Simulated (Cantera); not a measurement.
Cantera run:

```python
import numpy as np
import cantera as ct

gas_names = """
    AL ALCL ALCL2 ALCL3 ALN AL2 AL2CL6 CL CL2 N N2
""".split()
cond_names = """
    AL(cr) AL(L) ALCL3(s) ALCL3(L) ALN(s)
""".split()


def load(file, names, dense=False):
    # The tables refer to 1 bar. Condensed volumes are neglected.
    table = {s.name: s for s in ct.Species.list_from_file(file)}
    out = []
    for n in names:
        d = dict(table[n].input_data)
        d["thermo"] = dict(d["thermo"], **{"reference-pressure": 1e5})
        if dense:
            d["equation-of-state"] = {"model": "constant-volume", "density": "1e6 g/cm^3"}
        out.append(ct.Species.from_dict(d))
    return out


gas = ct.Solution(thermo="ideal-gas", species=load("nasa_gas.yaml", gas_names))
cond = {s.name: ct.Solution(thermo="fixed-stoichiometry", species=[s], name=s.name)
        for s in load("nasa_condensed.yaml", cond_names, dense=True)}
atoms = {
    'Al': {'AL': 1},
    'Cl2': {'CL': 2},
    'N2': {'N': 2},
}
top_T = {'ALN(s)': 2750}  # K; cautious upper limits of use, not melting points


def equilibrate(T, P, feed):
    n = {}
    for name, mol in feed.items():
        for a, k in atoms[name].items():
            n[a] = n.get(a, 0.0) + k * mol
    gas.TPX = T, P, n
    mass = sum(n.values()) * gas.mean_molecular_weight
    gas.equilibrate("TP")
    valid = [c for c in cond.values() if c.min_temp <= T <= top_T.get(c.name, c.max_temp)]
    mix = ct.Mixture([(gas, mass / gas.mean_molecular_weight)] + [(c, 0.0) for c in valid])
    mix.T, mix.P = T, P
    mix.equilibrate("TP", solver="vcs", rtol=1e-11, max_steps=5000)
    return mix


results = []
feed = {'Al': 1, 'Cl2': 4.3, 'N2': 0.17}  # mol
P = 13332.2  # Pa
for T in [450, 525, 600, 675, 750, 825, 900, 975, 1050, 1125, 1200, 1275, 1350, 1425]:
    mix = equilibrate(T, P, feed)
    results.append((T, P, feed, dict(zip(mix.species_names, mix.species_moles))))

top = {s: max(r[3][s] / sum(r[3][g] for g in gas_names) for r in results) for s in gas_names}
cols = sorted((s for s in top if top[s] > 0.001), key=lambda s: -top[s])[:5]
seen = [c for c in cond_names if any(r[3].get(c, 0) > 1e-12 for r in results)]
print("log10 of partial pressures in bar; condensed amounts in mol")
print(f"{'T/K':>10s}" + "".join(f"{s[:9]:>10s}" for s in cols + seen))
for T, P, feed, n in results:
    ng = sum(n[g] for g in gas_names)
    print(f"{T:10.4g}" + "".join(f"{np.log10(max(n[s] / ng * P / 1e5, 1e-99)):10.3f}" for s in cols)
          + "".join(f"{n.get(c, 0):10.4g}" for c in seen))
```

Result:

```
log10 of partial pressures in bar; condensed amounts in mol
       T/K       CL2     ALCL3    AL2CL6        CL        N2
       450    -0.968    -4.214    -1.717   -11.743    -2.185
       525    -0.969    -3.193    -1.725    -9.717    -2.186
       600    -0.974    -2.452    -1.765    -8.196    -2.191
       675    -0.988    -1.935    -1.901    -7.014    -2.204
       750    -1.008    -1.634    -2.227    -6.071    -2.225
       825    -1.021    -1.517    -2.744    -5.295    -2.238
       900    -1.025    -1.485    -3.300    -4.644    -2.242
       975    -1.027    -1.478    -3.803    -4.090    -2.243
      1050    -1.027    -1.476    -4.239    -3.615    -2.244
      1125    -1.029    -1.475    -4.615    -3.202    -2.244
      1200    -1.032    -1.476    -4.944    -2.842    -2.246
      1275    -1.039    -1.479    -5.233    -2.524    -2.248
      1350    -1.050    -1.483    -5.492    -2.245    -2.253
      1425    -1.068    -1.491    -5.728    -1.998    -2.260
```

Equilibrium computed with Cantera from the NASA thermochemical tables; the gas is ideal and each condensed phase is pure.
